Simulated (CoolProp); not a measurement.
Vapour-liquid equilibrium of R152A (1) + R113 (2) at 270 kPa; x and y are mole fractions of (1).

Computed with CoolProp (multi-fluid Helmholtz-energy mixture model, Outcalt 1996 and Marx 1992; pair parameters Bell 2016).

| x | bubble temperature, mixture model (K) | bubble temperature, Raoult's law (K) | y, mixture model | y, Raoult's law |
|---|---|---|---|---|
| 0.05 | 334.7 | 341.0 | 0.422 | 0.333 |
| 0.15 | 310.5 | 323.2 | 0.752 | 0.654 |
| 0.25 | 297.9 | 311.1 | … | 0.798 |
| 0.35 | … | 302.3 | … | 0.873 |
| 0.45 | 286.4 | 295.5 | 0.924 | 0.918 |
| 0.55 | 283.4 | 290.0 | 0.939 | 0.946 |
| 0.65 | 281.1 | 285.4 | 0.951 | 0.966 |
| 0.75 | … | 281.5 | 0.962 | 0.979 |
| 0.85 | 277.1 | 278.1 | 0.974 | 0.989 |
| 0.95 | 274.9 | 275.1 | 0.990 | 0.997 |

**Question.** Fill in the missing entries.

**Answer.** 
- 0.25, y, mixture model: 0.857
- 0.35, bubble temperature, mixture model (K): 290.8
- 0.35, y, mixture model: 0.901
- 0.75, bubble temperature, mixture model (K): 279.1

The largest gap from Raoult's law is -13.2 K in bubble temperature, at x = 0.25. No azeotrope shows between x = 0.05 and 0.95.

Pair parameters are fitted to limited data, so mixtures are less certain than the pure fluids.
